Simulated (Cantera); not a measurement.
A closed system holds: 1 mol B2O3, 7.1 mol NH3, 21 mol N2, equilibrated at 0.00133 bar.

These are equilibrium values from Cantera (NASA tables, ideal gas, pure condensed phases), not measurements of a reactor. Candidate condensed phases: B, BN, B2O3, B3O3H3, H2O; 39 gas species. The numbers say what is thermodynamically allowed, not how fast it happens.

Question: At 1698 K, list the 5 most abundant gas species with their mole fractions, and the condensed phases.

Answer: N2 0.677, H2 0.281, B2O3 0.0148, HBO2 0.0122, HBO 0.00921. Condensed: gas only.
